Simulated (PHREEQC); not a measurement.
Solution (25 °C): 0.058 mol/kgw HF. Closed to the air; pH follows from the charge balance.

The numbers come from PHREEQC with the ion-association model, phreeqc.dat.

| quantity | before | after |
|---|---|---|
| pH | 2.20 | 2.39 |
| ionic strength (mol/kgw) | 0.00686 | 0.00435 |
| HF (mol/kgw) | 0.0500 | 0.0528 |
| F- (mol/kgw) | 0.00575 | 0.00354 |
| HF2- (mol/kgw) | 0.00111 | 0.000811 |

### Question
Name the change that produced these shifts.
(A) HF from 0.058 to 0.29 mol/kgw
(B) 0.038 mol/kgw H2SO4 added
(C) temperature from 25 to 75 °C
(D) 0.0014 mol/kgw CO2 added
(E) HF replaced by NH4BF4 at the same molality

### Answer
C, temperature from 25 to 75 °C

This is a speciation only: nothing precipitates in the calculation. At this temperature some constants are extrapolated from 25 °C, and those without enthalpy data are left unchanged.
